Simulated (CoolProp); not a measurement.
A closed Brayton cycle with carbon dioxide: compressor inlet 311.15 K and 9.8 MPa, high pressure 29.9 MPa, turbine inlet 730 K, compressor efficiency 0.89, turbine efficiency 0.9, recuperator effectiveness 0.8 (on enthalpy, no pinch check). Each further row changes one setting.

Values from CoolProp's reference Helmholtz-energy equation of state, Span 1996.

| case | thermal efficiency (%) | net work (kJ/kg) | compressor to turbine work | compressor exit (K) | turbine exit (K) |
|---|---|---|---|---|---|
| as stated | 30.1 | 94.5 | 0.25 | 345.9 | 605.2 |
| turbine inlet 680 K | 28.6 | 83.7 | 0.27 | 345.9 | 559.7 |
| compressor inlet 321.15 K | 29.0 | 81.9 | 0.35 | 388.1 | 605.2 |
| high pressure 25.4 MPa | 28.3 | 84.4 | 0.22 | 340.0 | 623.0 |
| recuperator effectiveness 0.5 | 22.9 | 94.5 | 0.25 | 345.9 | 605.2 |
